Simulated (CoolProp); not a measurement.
Vapour-liquid equilibrium of R245fa (1) + n-pentane (2) at 0.63 MPa; x and y are mole fractions of (1).

Values from CoolProp's multi-fluid Helmholtz-energy mixture model, Akasaka 2015 and Thol 2019; pair parameters Bell 2016.

```csv
x,"bubble temperature, mixture model (°C)","bubble temperature, Raoult's law (°C)","y, mixture model","y, Raoult's law"
0.05,90.8,100.2,0.243,0.101
0.2,74.6,93.7,0.527,0.348
0.35,69.8,88.2,0.611,0.535
0.5,67.9,83.4,0.655,0.682
0.65,67.1,79.3,0.699,0.799
0.8,67.1,75.6,0.768,0.896
0.95,69.4,72.3,0.914,0.976
```

The largest gap from Raoult's law is -19.1 K in bubble temperature, at x = 0.2. y crosses x between x = 0.65 and 0.8: the model has an azeotrope there.

Pair parameters are fitted to limited data, so mixtures are less certain than the pure fluids. With so large a gap from Raoult's law the liquid may split in two, which this calculation doesn't test in full.
